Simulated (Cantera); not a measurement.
Feed: 1 mol Al₂O₃, 0.34 mol H₂, held at 1577 °C and 0.00160 bar.

Equilibrium computed with Cantera from the NASA thermochemical tables; the gas is ideal and each condensed phase is pure. Candidate condensed phases: Al, Al₂O₃, H₂O; 19 gas species. Rates play no part.

Base state: H₂ 0.986, H 0.0134, H₂O 0.000251, Al 0.000143, Al₂O 1.48e-5 (mole fractions); condensed: Al₂O₃(s).

### Question
What changes in the equilibrium state with this change: temperature from 1577 °C to 2200 °C?

### Answer
```json
[
 {"species": "H₂", "before": "0.986", "after": "0.540"},
 {"species": "H", "before": "0.0134", "after": "0.410"},
 {"species": "H₂O", "before": "0.000251", "after": "0.0237"},
 {"species": "Al", "before": "0.000143", "after": "0.0142"},
 {"species": "O", "before": "2.60e-9", "after": "0.00181"},
 {"species": "O₂", "before": "<1e-9", "after": "3.27e-5"},
 {"species": "Al₂O₂", "before": "<1e-9", "after": "2.71e-5"},
 {"species": "Al₂O₃(s), mol", "before": "1.000", "after": "0"},
 {"species": "Al₂O₃(l), mol", "before": "0", "after": "0.995"}
]
```
The tables' values for AlOH are old estimates; treat these amounts as uncertain.
